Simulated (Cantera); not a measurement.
Input: 1 mol SiHCl3, 2.7 mol CH4, 750 mol H2, equilibrated at 2648 K and 0.730 bar.

Equilibrium computed with Cantera from the NASA thermochemical tables; the gas is ideal and each condensed phase is pure. Candidate condensed phases: C, C6H6, C7H8, C8H18, Si, SiC; 109 gas species. Gases not in the tables: Si2H6 and higher silanes. Kinetics and transport are ignored.

Base state: H2 0.940, H 0.0528, HCl 0.00370, C2H2 (acetylene) 0.00166, Si 0.000964, SiH 0.000171, Cl 0.000145, SiH2 8.30e-5 (mole fractions); condensed: gas only.

**Question.** What changes in the equilibrium state with this change: temperature from 2648 K to 1475 K?

**Answer.** 
| species | before | after |
|---|---|---|
| H2 | 0.940 | 0.994 |
| HCl | 0.00370 | 0.00397 |
| CH4 | 2.33e-5 | 0.00210 |
| H | 0.0528 | 1.51e-5 |
| SiH2 | 8.30e-5 | 7.08e-9 |
| Si | 0.000964 | <1e-9 |
| SiH | 0.000171 | <1e-9 |
| C(graphite), mol | 0 | 0.103 |
| SiC(s), mol | 0 | 1.000 |

**Question.** What changes in the equilibrium state with this change: pressure from 0.730 bar to 25.0 mbar?

**Answer.** 
```tsv
species	before	after
H2	0.940	0.741
H	0.0528	0.253
HCl	0.00370	0.00279
Si	0.000964	0.00107
CH4	2.33e-5	5.20e-7
SiH2	8.30e-5	2.49e-6
```
